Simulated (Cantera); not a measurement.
## Low-pressure radical oxidation in H2/O2

An isothermal, constant-pressure homogeneous reactor starts with H2 : O2 = 0.11 : 1 (molar parts), at 1298 K and 0.0263 atm.

Detailed kinetics in Cantera: GRI-Mech 3.0 (53 species, 325 reactions). Radical loss at walls, strong at low pressure, is not modelled. The temperature is held fixed by assumption; the heat of reaction is taken as removed at once.

```
t (s)         x H2   x O2     x HO2    x H2O2       x H      x OH
--------  --------  -----  --------  --------  --------  --------
1.00e-6     0.0991  0.901  9.09e-10    <1e-12  8.81e-10  2.85e-11
6.76e-6     0.0991  0.901   6.15e-9    <1e-12   5.18e-9   1.08e-9
4.57e-5     0.0991  0.901   4.17e-8  3.36e-11   3.77e-8   2.91e-8
0.000309    0.0988  0.901   7.36e-7   2.05e-9   8.32e-5   7.81e-5
0.00209    0.00250  0.840   8.66e-6   2.81e-7    0.0161   0.00751
0.0141    0.000702  0.881   6.33e-6   2.48e-7   0.00211   0.00405
0.0956     2.75e-5  0.895   9.35e-7   6.46e-8   1.60e-5  0.000809
0.647      1.24e-6  0.896   7.42e-8   9.21e-9   1.57e-7  0.000174
4.37       1.19e-7  0.896   3.64e-8   1.49e-9   4.76e-9   5.41e-5
29.6       5.69e-8  0.896   4.50e-8  8.70e-10   1.58e-9   3.74e-5
200        5.69e-8  0.896   4.50e-8  8.70e-10   1.58e-9   3.74e-5
```
x: mole fraction; the columns are a selection and need not sum to one.

Equilibrium at this temperature and pressure: H2 5.69e-8, O2 0.896, HO2 4.50e-8, H2O2 8.70e-10, H 1.58e-9, OH 3.74e-5 (gas phase only).
